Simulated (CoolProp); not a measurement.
Computed with CoolProp (reference Helmholtz-energy equation of state, Schmidt 1985). Above 300 K oxygen's equation is extrapolated.

Problem. For oxygen, give the phase and the viscosity (µPa s), conductivity (mW/(m K)) at 486.65 °C and 3630 kPa; 396.95 °C and 1110 kPa.

Solution. 
- 486.65 °C and 3630 kPa: gas; viscosity 41.3, conductivity 58.2
- 396.95 °C and 1110 kPa: gas; viscosity 37.6, conductivity 52.3

Viscosity comes from a separate model (Lemmon 2004). Thermal conductivity comes from a separate model (Lemmon 2004).
